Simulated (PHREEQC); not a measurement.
Synthetic water in mg/L, 51 °C, pH 2.8, pe 11:

```tsv
constituent	mg/L
Na	92.4
K	5.74
Ca	176
Mg	29.7
Cl	93.7
S(6) as SO4	790
Si as SiO2	0.882
```

Valence states are taken as typed.

Equilibrium calculation in PHREEQC: ion-association model, wateq4f.dat.

```csv
quantity,before,after
ionic strength (mol/kgw),0.0232,0.0219
SO4-2 (mol/kgw),0.00538,0.00466
Ca+2 (mol/kgw),0.00311,0.00311
CaSO4 (mol/kgw),0.00126,0.00126
HSO4- (mol/kgw),0.000985,0.00161
Mg+2 (mol/kgw),0.000713,0.000619
SI of Gypsum (CaSO4:2H2O),-0.67,-0.66
SI of Quartz (SiO2),-1.20,-1.48
```

### Question
Name the change that produced these shifts.
A. temperature from 51 to 75 °C at the same typed pH
B. Si from 0.882 to 0.441 mg/L
C. Na from 92.4 to 277 mg/L
D. all concentrations times 3 at the same typed pH

### Answer
A, temperature from 51 to 75 °C at the same typed pH

No solid was allowed to form. Away from 25 °C the constants follow the database's enthalpies or fits; those with neither stay at their 25 °C values.
